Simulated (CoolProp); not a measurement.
Vapour-liquid equilibrium of sulfur dioxide (1) + toluene (2) at 26.85 °C; x and y are mole fractions of (1).

The numbers come from the multi-fluid Helmholtz-energy mixture model, Gao 2016 and Lemmon 2006; pair parameters Bell 2016 in CoolProp.

| x | bubble pressure (MPa) | y at the bubble point | dew pressure at overall composition x (MPa) | liquid density (mol/L) |
|---|---|---|---|---|
| 0.05 | 0.01881 | 0.787 | 0.004395 | 9.647 |
| 0.125 | 0.04505 | 0.918 | 0.004766 | [?] |
| 0.2 | 0.07534 | 0.955 | 0.005207 | 10.67 |
| 0.275 | [?] | 0.972 | 0.005736 | 11.25 |
| 0.35 | 0.1424 | 0.981 | 0.006386 | 11.88 |
| 0.425 | 0.1767 | 0.986 | 0.007201 | 12.57 |
| 0.5 | 0.2101 | [?] | [?] | 13.33 |
| 0.575 | 0.2425 | 0.992 | 0.009670 | 14.17 |
| 0.65 | 0.2736 | 0.994 | 0.01167 | 15.10 |
| 0.725 | 0.3038 | 0.996 | 0.01472 | 16.13 |
| 0.8 | 0.3336 | 0.997 | 0.01992 | 17.30 |
| 0.875 | 0.3638 | 0.998 | 0.03085 | 18.62 |
| 0.95 | 0.3951 | 0.999 | 0.06907 | 20.12 |

**Question.** Complete the blanks.

**Answer.** 
- 0.125, liquid density (mol/L): 10.14
- 0.275, bubble pressure (MPa): 0.1083
- 0.5, y at the bubble point: 0.990
- 0.5, dew pressure at overall composition x (MPa): 0.008255

No azeotrope shows between x = 0.05 and 0.95.

The pair parameters rest on a limited set of measurements; away from them the model extrapolates.
